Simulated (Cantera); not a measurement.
Feed: 1 mol SiCl₄, 0.58 mol Cl₂, 0.83 mol H₂, at 1.00 bar.

These are equilibrium values from Cantera (NASA tables, ideal gas, pure condensed phases), not measurements of a reactor. Candidate condensed phases: Si; 19 gas species. The tables' values for SiCl₃ are old estimates; treat these amounts as uncertain. Rates play no part.

log p: log10 of the partial pressure in bar; nothing condenses.

```csv
T (K),log p HCl,log p SiCl₄,log p H₂,log p SiCl₃,log p SiHCl₃,log p SiCl₂,log p SiH₂Cl₂
1098,-0.32,-0.38,-0.99,-3.66,___,-5.79,-6.33
1123,-0.32,-0.38,-0.99,-3.48,___,-5.48,-6.18
1148,-0.32,-0.38,-0.99,-3.30,___,-5.18,-6.04
1173,-0.32,-0.39,-0.99,-3.14,___,-4.90,-5.90
1198,-0.31,-0.39,-1.00,-2.98,___,-4.63,-5.77
1223,-0.31,-0.39,-1.00,-2.83,___,-4.37,-5.65
1248,-0.31,-0.39,-1.00,-2.68,-2.53,-4.12,-5.54
1273,-0.31,-0.39,-1.01,-2.55,-2.48,-3.88,-5.43
1298,-0.31,-0.39,-1.01,-2.41,-2.44,-3.66,-5.33
1323,-0.31,-0.39,-1.02,-2.29,-2.39,-3.45,-5.24
1348,-0.31,-0.40,-1.02,-2.17,-2.36,-3.25,-5.15
1373,-0.31,-0.40,-1.03,-2.06,-2.32,-3.05,-5.08
1398,-0.30,-0.40,-1.04,-1.95,-2.29,-2.87,-5.01
```

**Question.** Some entries are withheld; supply them.

**Answer.** 
- 1098, log p SiHCl₃: -2.89
- 1123, log p SiHCl₃: -2.82
- 1148, log p SiHCl₃: -2.76
- 1173, log p SiHCl₃: -2.70
- 1198, log p SiHCl₃: -2.64
- 1223, log p SiHCl₃: -2.58
